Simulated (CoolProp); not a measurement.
Vapour-liquid equilibrium of hydrogen sulfide (1) + n-butane (2) at 329.2 K; x and y are mole fractions of (1).

Values from CoolProp's multi-fluid Helmholtz-energy mixture model, Lemmon 2006 and Bücker 2006; pair parameters Kunz 2012.

```csv
x,bubble pressure (bar),y at the bubble point,dew pressure at overall composition x (bar),liquid density (mol/L)
0.05,8.141,0.284,6.104,9.363
0.125,11.54,0.499,6.645,9.663
0.2,14.73,0.616,7.281,10.02
0.275,17.71,0.689,[?],10.45
0.35,20.48,0.741,8.962,10.94
0.425,23.08,0.780,10.10,11.52
0.5,25.53,0.813,11.55,12.19
0.575,[?],0.841,13.44,12.96
0.65,30.14,0.867,15.99,13.85
0.725,[?],0.892,19.55,14.88
0.8,[?],0.917,[?],16.07
0.875,36.64,0.944,30.86,17.44
0.95,38.79,0.975,37.09,19.00
```

**Question.** Complete the blanks.

**Answer.** 
- 0.275, dew pressure at overall composition x (bar): 8.041
- 0.575, bubble pressure (bar): 27.88
- 0.725, bubble pressure (bar): 32.34
- 0.8, bubble pressure (bar): 34.50
- 0.8, dew pressure at overall composition x (bar): 24.52

No azeotrope shows between x = 0.05 and 0.95.

Pair parameters are fitted to limited data, so mixtures are less certain than the pure fluids.
